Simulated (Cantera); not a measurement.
Input: 1 mol Si, 2.6 mol Br2, 0.99 mol N2, equilibrated at 875 K and 4.10 Pa.

Method: chemical equilibrium by Gibbs-energy minimisation in Cantera with the NASA 1993 tables (ideal gas, pure condensed phases). Candidate condensed phases: Br2, Si, Si3N4; 13 gas species. Equilibrium is a limit: real reactors are often held back by kinetics, nucleation or transport.

Base state: SiBr4 0.372, N2 0.368, Br2 0.187, Br 0.0721 (mole fractions); condensed: gas only.

Q: What changes in the equilibrium state with this change: temperature from 875 K to 1723.15 K?

A: 
```json
[
 {"species": "Br", "before": "0.0721", "after": "0.626"},
 {"species": "N2", "before": "0.368", "after": "0.186"},
 {"species": "SiBr2", "before": "<1e-9", "after": "0.171"},
 {"species": "SiBr4", "before": "0.372", "after": "4.81e-7"},
 {"species": "Br2", "before": "0.187", "after": "2.26e-5"},
 {"species": "SiBr", "before": "<1e-9", "after": "0.00996"},
 {"species": "Si", "before": "<1e-9", "after": "0.00720"},
 {"species": "SiN", "before": "<1e-9", "after": "1.12e-5"},
 {"species": "Si2", "before": "<1e-9", "after": "1.02e-5"},
 {"species": "SiBr3", "before": "2.01e-7", "after": "9.19e-5"}
]
```
The tables' values for SiBr, SiBr3, SiN are old estimates; treat these amounts as uncertain.
